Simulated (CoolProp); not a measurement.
Values from CoolProp's reference Helmholtz-energy equation of state, Zhou 2011.

For dimethyl carbonate, give the phase and the density (kg/m³), Joule-Thomson coefficient (K/MPa), isothermal compressibility (1/MPa) at 378.4 K and 10800 kPa; 403 K and 10800 kPa; 599.7 K and 10800 kPa.


- 378.4 K and 10800 kPa: liquid; density 969, Joule-Thomson coefficient -0.249, isothermal compressibility 0.00153
- 403 K and 10800 kPa: liquid; density 935, Joule-Thomson coefficient -0.210, isothermal compressibility 0.00189
- 599.7 K and 10800 kPa: supercritical; density 503, Joule-Thomson coefficient 2.47, isothermal compressibility 0.0618
